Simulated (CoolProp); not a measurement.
Model: reference Helmholtz-energy equation of state, Lemmon 2013, in CoolProp.

Question: Give the vapour pressure (MPa), liquid density (kg/m³), vapour Z of saturated propylene at 237.9 K.

Answer: 
| T (K) | p (MPa) | liquid density (kg/m³) | vapour Z |
|---|---|---|---|
| 237.9 | 0.172 | 594 | 0.948 |
